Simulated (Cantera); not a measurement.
**Thermodynamics of boron, boron nitride and boron oxide, feed B + N2 + H2**

Input: 1 mol B, a varied amount of N2, 18 mol H2, held at 13.3 mbar.

Cantera equilibrium calculation (NASA polynomials, part measured and part estimated; ideal gas, pure solids and liquids). Candidate condensed phases: B, BN; 15 gas species. Mutual solubility and eutectic melting of coexisting phases are not modelled. Rates play no part.

Stable condensed phases:

```
T in K \ n(N2) in mol
         1.3 1.7 2.2 2.6 3.1 3.5   4 4.4 4.9 5.3 5.8 6.2
   2150    A   B   C   C   C   C   C   C   C   C   C   C
   2125    B   C   C   C   C   C   C   C   C   C   C   C
   2100    C   C   C   C   C   C   C   C   C   C   C   C
   2075    C   C   C   C   C   C   C   C   C   C   C   C
   2050    C   C   C   C   C   C   C   C   C   C   C   C
   2025    C   C   C   C   C   C   C   C   C   C   C   C
   2000    C   C   C   C   C   C   C   C   C   C   C   C
   1975    C   C   C   C   C   C   C   C   C   C   C   C
   1950    C   C   C   C   C   C   C   C   C   C   C   C
```

A: B; B: B + BN; C: BN.
